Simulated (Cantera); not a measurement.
A closed system holds: 1 mol HMDSO, 0.68 mol O2, 2.8 mol N2, equilibrated at 1027 °C and 128 Torr.

These are equilibrium values from Cantera (NASA tables, ideal gas, pure condensed phases), not measurements of a reactor. Candidate condensed phases: C, C6H6, C7H8, C8H18, H2O, Si, SiC, SiO2, Si2N2O, Si3N4; 151 gas species. The feed counts by its element totals alone. N2 is the only nitrogen source here; it is nearly inert below about 1500 K, so the nitride shown seldom forms there in practice. Mutual solubility and eutectic melting of coexisting phases are not modelled. The tables hold silica as quartz up to 1696 K and as liquid above; real silica turns to tridymite and cristobalite and melts near 1996 K. Rates play no part.

Base state: H2 0.750, N2 0.158, CO 0.0908, CH4 0.000753, H2O 0.000106, HCN 7.13e-5 (mole fractions); condensed: C(graphite) + SiO2(β-quartz) + Si2N2O(s).

### Question
What changes in the equilibrium state with this change: temperature from 1027 °C to 1400 °C?

### Answer
```tsv
species	before	after
H2	0.750	0.676
N2	0.158	0.178
CO	0.0908	0.145
SiO	8.79e-8	0.000542
H	2.32e-6	0.000227
C2H2 (acetylene)	4.32e-7	3.86e-5
HNC	5.69e-7	3.05e-5
HCN	7.13e-5	0.00109
H2O	0.000106	9.33e-6
C(graphite), mol	4.90	2.93
SiO2(β-quartz), mol	0.181	0
Si2N2O(s), mol	0.909	0.430
SiC(s), mol	0	1.13
```
